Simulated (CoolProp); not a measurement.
A closed Brayton cycle with carbon dioxide: compressor inlet 319.15 K and 7.9 MPa, high pressure 20.6 MPa, turbine inlet 885 K, compressor efficiency 0.89, turbine efficiency 0.9, recuperator effectiveness 0.95 (on enthalpy, no pinch check). Each further row changes one setting.

Values from CoolProp's reference Helmholtz-energy equation of state, Span 1996.

```json
[
 {"case": "as stated", "thermal efficiency (%)": "___", "net work (kJ/kg)": "91.9", "compressor to turbine work": "0.32", "compressor exit (K)": "396.0", "turbine exit (K)": "765.6"},
 {"case": "turbine inlet 835 K", "thermal efficiency (%)": "___", "net work (kJ/kg)": "___", "compressor to turbine work": "___", "compressor exit (K)": "396.0", "turbine exit (K)": "___"},
 {"case": "compressor inlet 329.15 K", "thermal efficiency (%)": "___", "net work (kJ/kg)": "85.4", "compressor to turbine work": "0.37", "compressor exit (K)": "412.4", "turbine exit (K)": "765.6"},
 {"case": "high pressure 17.5 MPa", "thermal efficiency (%)": "___", "net work (kJ/kg)": "___", "compressor to turbine work": "0.31", "compressor exit (K)": "382.7", "turbine exit (K)": "785.3"},
 {"case": "recuperator effectiveness 0.5", "thermal efficiency (%)": "21.5", "net work (kJ/kg)": "91.9", "compressor to turbine work": "0.32", "compressor exit (K)": "396.0", "turbine exit (K)": "765.6"}
]
```

Fill in the missing entries.


- as stated, thermal efficiency (%): 39.1
- turbine inlet 835 K, thermal efficiency (%): 37.2
- turbine inlet 835 K, net work (kJ/kg): 83.4
- turbine inlet 835 K, compressor to turbine work: 0.35
- turbine inlet 835 K, turbine exit (K): 719.9
- compressor inlet 329.15 K, thermal efficiency (%): 38.2
- high pressure 17.5 MPa, thermal efficiency (%): 38.0
- high pressure 17.5 MPa, net work (kJ/kg): 78.9
